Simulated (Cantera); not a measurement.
A perfectly stirred reactor is fed with H₂ : O₂ : N₂ = 1 : 0.595 : 4.4 (molar parts), equivalence ratio 0.84, at 5.00 bar; it is adiabatic with a 500 K inlet, and is followed from long to short residence time, starting on the burning branch (τ in s: 0.023, 0.013, 0.0073, 0.0042, 0.0024, 0.0013, 0.00076, 0.00043, 0.00025, 0.00014, 7.9e-05).

Model: the H2/O2 subset of GRI-Mech 3.0, which has no nitrogen chemistry, integrated in Cantera. The hydrogen kinetics of GRI-Mech 3.0 are dated; newer H2 mechanisms differ, most at raised pressure.

Q: What does this change do: pressure from 5.00 bar to 7.00 bar?

A: 
```tsv
quantity	before	after
blow-out, bracketed by the residence times tried	burning at 79.0 µs, the shortest tried	burning at 79.0 µs, the shortest tried
x(H₂) at τ = 23.0 ms	0.000339	0.000250
x(O₂) at τ = 23.0 ms	0.0172	0.0172
x(H₂O) at τ = 23.0 ms	0.181	0.181
x(H₂O₂) at τ = 23.0 ms	2.20e-7	2.20e-7
x(O) at τ = 23.0 ms	4.47e-5	2.88e-5
x(H₂) at τ = 1.30 ms	0.00204	0.00154
x(O₂) at τ = 1.30 ms	0.0178	0.0176
x(H₂O) at τ = 1.30 ms	0.179	0.179
x(H₂O₂) at τ = 1.30 ms	7.24e-7	7.42e-7
x(O) at τ = 1.30 ms	0.000270	0.000168
```
